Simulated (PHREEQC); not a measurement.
## Leach liquor: speciation

Make-up at 73 °C: 80 mmol/kgw H2SO4, 1.8 mmol/kgw FeSO4 and 0.43 mmol/kgw MgSO4. Closed to the air; pH follows from the charge balance.

All values are PHREEQC results (ion-association model, wateq4f.dat), not measurements.

Precipitation was switched off in this run.

Q: Estimate the pH, ionic strength.

A: pH 1.16; ionic strength 0.0971 mol/kgw.

Q: In which forms is S present?

A: HSO4- 90 %, SO4-2 8.8 % of the S.

Away from 25 °C the constants follow the database's enthalpies or fits; those with neither stay at their 25 °C values.
